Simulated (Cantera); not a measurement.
Input: 1 mol Al2O3, 23 mol HCl, 0.3 mol H2, held at 9.50 mbar.

Method: chemical equilibrium by Gibbs-energy minimisation in Cantera with the NASA 1993 tables (ideal gas, pure condensed phases). Candidate condensed phases: Al, AlCl3, Al2O3, H2O; 29 gas species. The tables' values for AlCl2 are old estimates; treat these amounts as uncertain. Condensed phases not in the tables: AlOCl. Rates play no part.

x: gas mole fraction; n: condensed amount in mol.

```csv
T (K),x HCl,x Cl,x H2,x H2O,x AlCl3,x H,n Al2O3(s)
850,0.987,1.84e-9,0.0129,5.18e-5,3.45e-5,2.39e-11,1.000
950,0.987,?,0.0129,?,?,?,0.999
1050,0.987,6.60e-7,0.0129,0.000293,0.000195,9.44e-9,0.998
1150,0.986,5.86e-6,0.0129,0.000550,0.000367,8.69e-8,0.996
1250,0.986,3.68e-5,0.0129,0.000930,0.000620,5.63e-7,0.993
1350,0.984,0.000176,0.0130,0.00145,0.000965,2.78e-6,0.989
1450,0.983,?,0.0132,?,?,?,0.984
1550,0.979,0.00214,0.0139,0.00292,0.00194,3.81e-5,0.977
1650,0.972,0.00568,0.0156,0.00386,0.00254,0.000117,0.970
1750,0.960,0.0128,0.0190,0.00492,0.00317,0.000329,0.961
1850,0.939,0.0251,0.0247,0.00612,0.00372,0.000868,0.952
```

Question: Complete the blanks.

Answer: 
- 1450, x Cl: 0.000676
- 1450, x H2O: 0.00211
- 1450, x AlCl3: 0.00141
- 1450, x H: 1.12e-5
- 950, x Cl: 4.73e-8
- 950, x H2O: 0.000135
- 950, x AlCl3: 9.03e-5
- 950, x H: 6.48e-10
